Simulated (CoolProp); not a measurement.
Vapour-liquid equilibrium of isobutane (1) + n-butane (2) at -61.95 °C; x and y are mole fractions of (1).

Computed with CoolProp (multi-fluid Helmholtz-energy mixture model, Bücker 2006 and Bücker 2006; pair parameters Kunz 2012).

Task: Give the bubble pressure and the first vapour's composition at x = 0.35, 0.8, 0.95. Is there an azeotrope?

Result: x = 0.35: 5.745 kPa, y = 0.501; x = 0.8: 7.440 kPa, y = 0.880; x = 0.95: 8.003 kPa, y = 0.972. No azeotrope shows between x = 0.05 and 0.95.

Pair parameters are fitted to limited data, so mixtures are less certain than the pure fluids.
